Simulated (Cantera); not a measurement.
A Cantera script and what it prints.

```python
import numpy as np
import cantera as ct

gas_names = """
    F FO FO2 F2 F2O H HF HOF HO2 H2 H2F2 H2O H2O2 H3F3 H4F4 H5F5 H6F6 H7F7 O OH O2 O3
""".split()
cond_names = """
    H2O(s) H2O(L)
""".split()


def load(file, names, dense=False):
    # The tables refer to 1 bar. Condensed volumes are neglected.
    table = {s.name: s for s in ct.Species.list_from_file(file)}
    out = []
    for n in names:
        d = dict(table[n].input_data)
        d["thermo"] = dict(d["thermo"], **{"reference-pressure": 1e5})
        if dense:
            d["equation-of-state"] = {"model": "constant-volume", "density": "1e6 g/cm^3"}
        out.append(ct.Species.from_dict(d))
    return out


gas = ct.Solution(thermo="ideal-gas", species=load("nasa_gas.yaml", gas_names))
cond = {s.name: ct.Solution(thermo="fixed-stoichiometry", species=[s], name=s.name)
        for s in load("nasa_condensed.yaml", cond_names, dense=True)}
atoms = {
    'HF': {'H': 1, 'F': 1},
    'H2O': {'H': 2, 'O': 1},
    'O2': {'O': 2},
}
top_T = {}  # K; cautious upper limits of use, not melting points


def equilibrate(T, P, feed):
    n = {}
    for name, mol in feed.items():
        for a, k in atoms[name].items():
            n[a] = n.get(a, 0.0) + k * mol
    gas.TPX = T, P, n
    mass = sum(n.values()) * gas.mean_molecular_weight
    gas.equilibrate("TP")
    valid = [c for c in cond.values() if c.min_temp <= T <= top_T.get(c.name, c.max_temp)]
    mix = ct.Mixture([(gas, mass / gas.mean_molecular_weight)] + [(c, 0.0) for c in valid])
    mix.T, mix.P = T, P
    mix.equilibrate("TP", solver="vcs", rtol=1e-11, max_steps=5000)
    return mix


results = []
feed = {'HF': 1, 'H2O': 2.1, 'O2': 0.11}  # mol
P = 6100000  # Pa
for T in [2198, 2273, 2348, 2423, 2498, 2573, 2648, 2723, 2798, 2873, 2948, 3023, 3098]:
    mix = equilibrate(T, P, feed)
    results.append((T, P, feed, dict(zip(mix.species_names, mix.species_moles))))

top = {s: max(r[3][s] / sum(r[3][g] for g in gas_names) for r in results) for s in gas_names}
cols = sorted((s for s in top if top[s] > 1e-06), key=lambda s: -top[s])[:5]
seen = [c for c in cond_names if any(r[3].get(c, 0) > 1e-12 for r in results)]
print("log10 of partial pressures in bar; condensed amounts in mol")
print(f"{'T/K':>10s}" + "".join(f"{s[:9]:>10s}" for s in cols + seen))
for T, P, feed, n in results:
    ng = sum(n[g] for g in gas_names)
    print(f"{T:10.4g}" + "".join(f"{np.log10(max(n[s] / ng * P / 1e5, 1e-99)):10.3f}" for s in cols)
          + "".join(f"{n.get(c, 0):10.4g}" for c in seen))
```

It prints:

```
log10 of partial pressures in bar; condensed amounts in mol
       T/K       H2O        HF        OH        O2        H2
      2198     1.599     1.278    -0.759     0.313    -1.506
      2273     1.599     1.278    -0.632     0.312    -1.308
      2348     1.598     1.278    -0.514     0.310    -1.124
      2423     1.596     1.278    -0.403     0.309    -0.951
      2498     1.595     1.277    -0.299     0.307    -0.789
      2573     1.593     1.277    -0.201     0.306    -0.637
      2648     1.590     1.276    -0.109     0.307    -0.495
      2723     1.587     1.275    -0.022     0.308    -0.362
      2798     1.583     1.274     0.060     0.310    -0.237
      2873     1.578     1.272     0.137     0.314    -0.121
      2948     1.573     1.271     0.211     0.320    -0.014
      3023     1.566     1.269     0.280     0.328     0.087
      3098     1.558     1.266     0.346     0.337     0.179
```

These are equilibrium values from Cantera (NASA tables, ideal gas, pure condensed phases), not measurements of a reactor. The ideal-gas law is rough above about 30 bar.
